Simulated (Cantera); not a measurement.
A diamond (100) surface in a fixed gas of H2 with x(CH4) = 0.0049, x(H) = 0.014, x(CH3) = 0.00012, at 1175 K; coverages are run to steady state.

Model: the Harris–Goodwin 1993 mechanism for the reconstructed diamond (100) surface, integrated in Cantera.

One state of this run: growth (µm/h) = 0.834; θ c6HH = 0.455; θ c6H* = 0.0358; θ c6*H = 0.480; θ c6** = 0.0271; θ c6HM = 0.000880. θ: site fractions in the mechanism's names (c6HH fully hydrogenated, c6H* and c6*H radical sites, c6** diradical, c6HM methylated).

Problem. Which value of P (Pa) does it belong to?
A. 3300
B. 1700
C. 6100
D. 490

Solution. B, 1700
